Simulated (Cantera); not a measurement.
Input: 1 mol Si3N4, 0.004 mol O2, 5.5 mol H2, held at 4.30e-5 bar.

Equilibrium computed with Cantera from the NASA thermochemical tables; the gas is ideal and each condensed phase is pure. Candidate condensed phases: H2O, Si, SiO2, Si2N2O, Si3N4; 35 gas species. The tables' values for SiN are old estimates; treat these amounts as uncertain. Gases not in the tables: Si2H6 and higher silanes. Rates play no part. All values below are at 1923 K.

Base state: H2 0.451, Si 0.267, N2 0.182, H 0.0965, Si2 0.00154, SiH 0.000961, SiO 0.000727, SiN 0.000235 (mole fractions); condensed: gas only.

Task: What changes in the equilibrium state with this change: pressure from 4.30e-5 bar to 6.20 bar?

Result: 
```csv
species,before,after
H2,0.451,0.990
N2,0.182,0.00926
H,0.0965,0.000376
Si,0.267,2.74e-6
SiO,0.000727,0.000324
Si2,0.00154,2.34e-8
Si3,0.000232,5.21e-9
"Si(l), mol",0,0.0718
"Si2N2O(s), mol",0,0.00619
"Si3N4(s), mol",0,0.971
```
Mutual solubility and eutectic melting of coexisting phases are not modelled.
